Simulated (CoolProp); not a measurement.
A simple Rankine cycle with R113: condensing at 302.15 K, boiler at 1.6 MPa, turbine inlet 499 K, turbine efficiency 0.8, pump efficiency 0.6, no recuperator. Each further row changes one setting.

Model: reference Helmholtz-energy equation of state, Marx 1992, in CoolProp.

```csv
case,thermal efficiency (%),net work (kJ/kg),heat in (kJ/kg),turbine exit temperature (K),volume ratio over the turbine
as stated,17.5,49.5,282,418.1,30.4
condensing temperature 294.15 K,18.6,53.9,290,412.1,41.1
boiler pressure 1.12 MPa,16.1,46.2,287,428.7,20.5
turbine efficiency 0.7,15.3,43.1,282,426.5,31.0
```
